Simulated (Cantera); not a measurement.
Feed: 1 mol C2H2, 2 mol NH3, 6.9 mol N2, held at 12.0 bar.

Equilibrium computed with Cantera from the NASA thermochemical tables; the gas is ideal and each condensed phase is pure. Candidate condensed phases: C, C6H6, C7H8, C8H18; 92 gas species. Rates play no part. All values below are at 1650 °C.

Base state: N2 0.662, H2 0.332, HCN 0.00504, CH4 0.000695, HNC 0.000248, H 0.000157, C2H2 (acetylene) 0.000150, NH3 4.29e-5 (mole fractions); condensed: C(graphite).

Task: What changes in the equilibrium state with this change: NH3 from 2 to 0.054 mol?

Result: 
```tsv
species	before	after
N2	0.662	0.863
H2	0.332	0.133
HCN	0.00504	0.00364
CH4	0.000695	0.000111
NH3	4.29e-5	1.24e-5
C2H2 (acetylene)	0.000150	5.99e-5
H	0.000157	9.91e-5
HNC	0.000248	0.000179
C(graphite), mol	1.92	1.97
```
